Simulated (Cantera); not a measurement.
An adiabatic, constant-pressure homogeneous reactor starts with 4.79 % C₃H₈, 20.0 % O₂, 75.2 % N₂, at 1748 K and 16.0 bar.

Cantera simulation using GRI-Mech 3.0 (53 species, 325 reactions); the numbers are that mechanism's predictions, not measurements. GRI-Mech 3.0 was tuned for natural gas; its chemistry of propane as a main component is partial and can be far from experiment. The pressure lies above the range GRI-Mech 3.0 was tuned for (to about 10 atm). Above 3000 K some thermodynamic fits are extrapolated.

**Question.** Predict: time of steepest temperature rise; temperature at 0.200 s; equilibrium temperature; x(O₂) at 0.200 s; x(CH₂O) at 0.200 s.

**Answer.** 
```
Quantity                                                             Value
---------------------------------  ---------------------------------------
time of steepest temperature rise                                  2.22 µs
temperature at 0.200 s                                              3096 K
equilibrium temperature                                             3096 K
x(O₂) at 0.200 s                   0.00678 (gas-phase equilibrium 0.00678)
x(CH₂O) at 0.200 s                 1.23e-8 (gas-phase equilibrium 1.23e-8)
```
